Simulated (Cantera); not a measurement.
Input: 1 mol borazine, 2.1 mol H₂O, equilibrated at 2027 °C and 10.0 mbar.

Cantera equilibrium calculation (NASA polynomials, part measured and part estimated; ideal gas, pure solids and liquids). Candidate condensed phases: B, BN, B₂O₃, B₃O₃H₃, H₂O; 39 gas species. The feed counts by its element totals alone. The tables' values for BH₂ are old estimates; treat these amounts as uncertain. Equilibrium is a limit: real reactors are often held back by kinetics, nucleation or transport.

Base state: H₂ 0.526, N₂ 0.177, BO 0.119, HBO 0.0798, H 0.0702, B₂O₂ 0.0223, B₂O 0.00337, BH₂ 0.00109 (mole fractions); condensed: B(s).

Task: What changes in the equilibrium state with this change: temperature from 2027 °C to 1927 °C?

Result: 
| species | before | after |
|---|---|---|
| H₂ | 0.526 | 0.557 |
| N₂ | 0.177 | 0.177 |
| HBO | 0.0798 | 0.0966 |
| BO | 0.119 | 0.0886 |
| H | 0.0702 | 0.0420 |
| B₂O₂ | 0.0223 | 0.0348 |
| B | 0.00101 | 0.000274 |
| BN | 2.36e-5 | 7.84e-6 |
| B₂O₃ | 0.000129 | 0.000354 |
| BH | 6.45e-5 | 2.40e-5 |
| HBO₂ | 7.39e-5 | 0.000153 |
| B(s), mol | 0.855 | 0.761 |
| BN(s), mol | 0 | 0.118 |
Mutual solubility and eutectic melting of coexisting phases are not modelled.

Task: What changes in the equilibrium state with this change: temperature from 2027 °C to 800 °C?

Result: 
| species | before | after |
|---|---|---|
| H₂ | 0.526 | 0.879 |
| N₂ | 0.177 | 0.120 |
| H₂O | 6.68e-6 | 0.000881 |
| BO | 0.119 | <1e-9 |
| HBO | 0.0798 | 4.25e-7 |
| B₂O₂ | 0.0223 | <1e-9 |
| H | 0.0702 | 1.32e-7 |
| HBO₂ | 7.39e-5 | 3.23e-5 |
| B₂O | 0.00337 | <1e-9 |
| BH₂ | 0.00109 | <1e-9 |
| B | 0.00101 | <1e-9 |
| B(s), mol | 0.855 | 0 |
| BN(s), mol | 0 | 1.60 |
| B₂O₃(l), mol | 0 | 0.698 |
Mutual solubility and eutectic melting of coexisting phases are not modelled.

Task: What changes in the equilibrium state with this change: borazine replaced by B₂O₃?

Result: 
| species | before | after |
|---|---|---|
| HBO₂ | 7.39e-5 | 0.411 |
| H₂O | 6.68e-6 | 0.349 |
| B₂O₃ | 0.000129 | 0.0768 |
| H₂ | 0.526 | 0.0550 |
| N₂ | 0.177 | 0 |
| O₂ | <1e-9 | 0.0173 |
| OH | 1.44e-7 | 0.0232 |
| BO₂ | 1.91e-6 | 0.0329 |
| B₂O₂ | 0.0223 | 2.66e-5 |
| HBO | 0.0798 | 0.000890 |
| BO | 0.119 | 0.00412 |
| H | 0.0702 | 0.0227 |
| B₂O | 0.00337 | <1e-9 |
| BH₂ | 0.00109 | <1e-9 |
| B | 0.00101 | <1e-9 |
| B(s), mol | 0.855 | 0 |
